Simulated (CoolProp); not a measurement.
C3F8 (R218) along the isotherm 376.1 K: density (kg/m³) from the reference equation and from simpler models built on Tc = 345.0 K, pc = 2.640 MPa, ω = 0.317; each cubic takes its own stable root.

The numbers come from the reference Helmholtz-energy equation of state, Lemmon 2006 in CoolProp. It is a short technical equation, of lower accuracy than the large ones.

| p (MPa) | phase | reference | ideal gas | Redlich-Kwong |
|---|---|---|---|---|
| 0.248 | gas | 15.26 | 14.91 | 15.30 |
| 0.495 | gas | 31.22 | 29.76 | 31.36 |
| 0.743 | gas | 48.11 | 44.67 | 48.44 |
| 0.99 | gas | 65.93 | 59.53 | 66.53 |
| 1.24 | gas | 85.15 | 74.56 | 86.10 |
| 1.49 | gas | 105.8 | 89.59 | 107.2 |
| 1.73 | gas | 127.1 | 104.0 | 129.1 |
| 1.98 | gas | 151.3 | 119.1 | 154.0 |
| 2.23 | gas | 177.8 | 134.1 | 181.5 |
| 2.48 | gas | 207.3 | 149.1 | 212.3 |
| 2.72 | supercritical | 239.0 | 163.5 | 245.8 |
| 2.97 | supercritical | 276.3 | 178.6 | 286.2 |
| 3.22 | supercritical | 319.0 | 193.6 | 333.9 |
| 3.47 | supercritical | 368.2 | 208.6 | 390.9 |
| 3.71 | supercritical | 422.2 | 223.1 | 454.2 |
| 3.96 | supercritical | 485.4 | 238.1 | 523.3 |
